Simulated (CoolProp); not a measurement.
Vapour-liquid equilibrium of p-xylene (1) + n-undecane (2) at 25.15 °C; x and y are mole fractions of (1).

The numbers come from the multi-fluid Helmholtz-energy mixture model, Zhou 2012 and Aleksandrov 2011; pair parameters Bell 2016 in CoolProp.

```
x      bubble pressure, mixture model (MPa)  bubble pressure, Raoult's law (MPa)  y, mixture model  y, Raoult's law
-----  ------------------------------------  -----------------------------------  ----------------  ---------------
0.05                              0.0001161                            0.0001148             0.522            0.517
0.125                             0.0002023                            0.0001996             0.747            0.744
0.2                               0.0002880                            0.0002843             0.838            0.836
0.275                             0.0003732                            0.0003690               [?]            0.885
0.35                                    [?]                            0.0004537               [?]            0.916
0.425                             0.0005423                            0.0005384             0.938            0.938
0.5                               0.0006264                            0.0006231             0.953            0.953
0.575                             0.0007103                            0.0007078             0.965            0.965
0.65                              0.0007942                            0.0007925             0.974            0.974
0.725                             0.0008781                            0.0008772             0.981            0.982
0.8                               0.0009623                            0.0009619             0.988            0.988
0.875                              0.001047                             0.001047             0.993            0.993
0.95                               0.001131                             0.001131             0.997            0.997
```

Problem. Some entries are withheld; supply them.

Solution. 
- 0.275, y, mixture model: 0.886
- 0.35, bubble pressure, mixture model (MPa): 0.0004580
- 0.35, y, mixture model: 0.917

The largest gap from Raoult's law is +1.4 % in bubble pressure, at x = 0.125. No azeotrope shows between x = 0.05 and 0.95.

Pair parameters are fitted to limited data, so mixtures are less certain than the pure fluids.
